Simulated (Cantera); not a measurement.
Input: 1 mol PbCl2, 0.35 mol H2, 51 mol N2, at 17.0 Pa.

Equilibrium computed with Cantera from the NASA thermochemical tables; the gas is ideal and each condensed phase is pure. Candidate condensed phases: NH4Cl, Pb, PbCl2; 17 gas species. The tables' values for PbCl4 are old estimates; treat these amounts as uncertain. The numbers say what is thermodynamically allowed, not how fast it happens.

x: gas mole fraction; nothing condenses.

```json
[
 {"T (°C)": "900", "x N2": "0.968", "x Cl": "3.38e-5", "x Pb": "0.00174", "x HCl": "0.0133", "x PbCl": "0.00985", "x H": "2.80e-8", "x PbCl2": "0.00737"},
 {"T (°C)": "1000", "x N2": "0.967", "x Cl": "?", "x Pb": "0.00181", "x HCl": "0.0133", "x PbCl": "0.0101", "x H": "?", "x PbCl2": "0.00707"},
 {"T (°C)": "1100", "x N2": "0.965", "x Cl": "0.00253", "x Pb": "0.00250", "x HCl": "0.0132", "x PbCl": "0.0108", "x H": "2.83e-7", "x PbCl2": "0.00563"},
 {"T (°C)": "1200", "x N2": "0.960", "x Cl": "0.00792", "x Pb": "0.00507", "x HCl": "0.0132", "x PbCl": "0.0110", "x H": "1.27e-6", "x PbCl2": "0.00279"},
 {"T (°C)": "1300", "x N2": "0.953", "x Cl": "0.0148", "x Pb": "0.00989", "x HCl": "0.0131", "x PbCl": "0.00806", "x H": "6.85e-6", "x PbCl2": "0.000751"},
 {"T (°C)": "1400", "x N2": "0.948", "x Cl": "0.0201", "x Pb": "0.0145", "x HCl": "0.0129", "x PbCl": "0.00393", "x H": "3.84e-5", "x PbCl2": "0.000119"},
 {"T (°C)": "1500", "x N2": "0.946", "x Cl": "0.0229", "x Pb": "0.0170", "x HCl": "0.0126", "x PbCl": "0.00150", "x H": "0.000201", "x PbCl2": "1.46e-5"},
 {"T (°C)": "1600", "x N2": "0.944", "x Cl": "0.0249", "x Pb": "0.0179", "x HCl": "0.0115", "x PbCl": "0.000560", "x H": "0.000856", "x PbCl2": "1.90e-6"},
 {"T (°C)": "1700", "x N2": "0.942", "x Cl": "0.0277", "x Pb": "0.0182", "x HCl": "0.00903", "x PbCl": "0.000230", "x H": "0.00261", "x PbCl2": "3.10e-7"},
 {"T (°C)": "1800", "x N2": "0.939", "x Cl": "?", "x Pb": "0.0183", "x HCl": "?", "x PbCl": "?", "x H": "?", "x PbCl2": "?"},
 {"T (°C)": "1900", "x N2": "0.936", "x Cl": "0.0337", "x Pb": "0.0183", "x HCl": "0.00295", "x PbCl": "4.88e-5", "x H": "0.00877", "x PbCl2": "1.38e-8"}
]
```

Some entries are withheld; supply them.


- 1800, x Cl: 0.0309
- 1800, x HCl: 0.00576
- 1800, x PbCl: 0.000103
- 1800, x H: 0.00559
- 1800, x PbCl2: 6.19e-8
- 1000, x Cl: 0.000394
- 1000, x H: 8.56e-8
